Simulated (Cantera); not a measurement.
What does this Cantera script print?

```python
import numpy as np
import cantera as ct

gas = ct.Solution("gri30.yaml")
gas.TPX = 500, 35000, {'H2': 1, 'O2': 0.455, 'N2': 1.64, 'NO': 0.0061}
inlet = ct.Reservoir(gas, clone=True)
gas.equilibrate("HP")  # start burning
reactor = ct.IdealGasConstPressureReactor(gas, energy="on", clone=False)
exhaust = ct.Reservoir(gas, clone=True)
tau = [0.31, 0.11, 0.039, 0.013, 0.0047, 0.0017, 0.00058, 0.0002, 7.1e-05, 2.5e-05][0]
for a, b in ((inlet, reactor), (reactor, exhaust)):
    ct.MassFlowController(a, b, mdot=lambda t: reactor.mass / tau)
net = ct.ReactorNet([reactor])
show = ['H2', 'O2', 'NO', 'H', 'N2', 'H2O2', 'H2O']

rows = []
print(f"{'tau/s':>10s}{'T/K':>9s}" + "".join(f"{s:>11s}" for s in show))
for tau in [0.31, 0.11, 0.039, 0.013, 0.0047, 0.0017, 0.00058, 0.0002, 7.1e-05, 2.5e-05]:
    net.initial_time = 0.0
    net.advance(30 * tau)
    before = gas.X
    net.advance(40 * tau)
    drift = np.max(np.abs(gas.X - before) / (gas.X + 1e-9))
    rows.append([gas.T, *gas[show].X, drift])
    print(f"{tau:10.3e}{gas.T:9.1f}" + "".join(f"{x:11.3e}" for x in gas[show].X))
```

It prints:

```
     tau/s      T/K         H2         O2         NO          H         N2       H2O2        H2O
 3.100e-01   2470.0  4.541e-02  4.200e-03  2.689e-03  8.495e-03  6.096e-01  8.008e-08  3.163e-01
 1.100e-01   2458.8  4.604e-02  4.510e-03  2.676e-03  9.056e-03  6.091e-01  8.071e-08  3.148e-01
 3.900e-02   2429.9  4.761e-02  5.320e-03  2.631e-03  1.057e-02  6.076e-01  8.202e-08  3.111e-01
 1.300e-02   2356.6  5.121e-02  7.343e-03  2.491e-03  1.472e-02  6.040e-01  8.654e-08  3.022e-01
 4.700e-03   2229.9  5.625e-02  1.070e-02  2.321e-03  2.288e-02  5.977e-01  1.075e-07  2.882e-01
 1.700e-03   2052.1  6.101e-02  1.511e-02  2.233e-03  3.619e-02  5.889e-01  1.793e-07  2.711e-01
 5.800e-04   1830.1  6.378e-02  2.045e-02  2.182e-03  5.540e-02  5.783e-01  4.120e-07  2.532e-01
 2.000e-04   1596.3  6.536e-02  2.690e-02  2.127e-03  7.713e-02  5.674e-01  1.054e-06  2.361e-01
 7.100e-05   1359.9  8.091e-02  3.996e-02  2.077e-03  9.051e-02  5.573e-01  1.901e-06  2.100e-01
 2.500e-05    500.0  3.225e-01  1.467e-01  1.967e-03 -8.045e-18  5.288e-01 -5.182e-19 -1.948e-15
```

Detailed kinetics in Cantera: GRI-Mech 3.0 (53 species, 325 reactions). The mechanism lacks 2 NO + O2 → 2 NO2 and HONO, so NO2 and the effect of NO are under-described below about 1400 K.
